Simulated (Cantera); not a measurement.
Input (Python, Cantera):

```python
import numpy as np
import cantera as ct

gas = ct.Solution("gri30.yaml")


def delay(T, t_max=10):
    gas.TPX = T, 3400000, {'C3H8': 1, 'O2': 11.9, 'N2': 44.8}
    reactor = ct.IdealGasReactor(gas, clone=False)
    net = ct.ReactorNet([reactor])
    net.rtol, net.atol = 1e-8, 1e-16
    while net.time < t_max:
        t_old, T_old = net.time, reactor.T
        net.step()
        if reactor.T > T + 400:  # ignition: a rise of 400 K
            return t_old + (T + 400 - T_old) / (reactor.T - T_old) * (net.time - t_old)
    return np.nan


taus = []
for T in [1175, 1250, 1325, 1400, 1475, 1550, 1625, 1700, 1775, 1850]:
    taus.append(delay(T))
    print(f"T0 = {T:6g} K   tau = {taus[-1]:.4e} s")
```

It prints:

```
T0 =   1175 K   tau = 8.1364e-04 s
T0 =   1250 K   tau = 2.5364e-04 s
T0 =   1325 K   tau = 8.5206e-05 s
T0 =   1400 K   tau = 3.1432e-05 s
T0 =   1475 K   tau = 1.2951e-05 s
T0 =   1550 K   tau = 5.9885e-06 s
T0 =   1625 K   tau = 3.0889e-06 s
T0 =   1700 K   tau = 1.7572e-06 s
T0 =   1775 K   tau = 1.0890e-06 s
T0 =   1850 K   tau = 7.2648e-07 s
```

Model: GRI-Mech 3.0 (53 species, 325 reactions), integrated in Cantera. GRI-Mech 3.0 was tuned for natural gas; its chemistry of propane as a main component is partial and can be far from experiment. The pressure lies above the range GRI-Mech 3.0 was tuned for (to about 10 atm).
